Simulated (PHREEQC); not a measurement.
1.6 g of hydrous ferric oxide (600 m²/g; 0.2 weak and 0.005 strong sites per Fe, Dzombak-Morel constants, diffuse double layer) in 1 kg of water with 0.001 mol/kgw of an inert sodium salt, at 25 °C; the pH is set by adding NaOH or the inert anion's acid. Oxygen alone is held at its pressure in air (log pO2 = -0.68). CO2 from the air is kept out. No solid was allowed to form.

All values are PHREEQC results (ion-association model, wateq4f.dat), not measurements.

Question: Predict surface charge σ (C/m²) at pH = 7, 8, 9, 12.

Answer: 
```csv
pH,surface charge σ (C/m²)
7,0.006
8,0.000
9,-0.004
12,-0.204
```
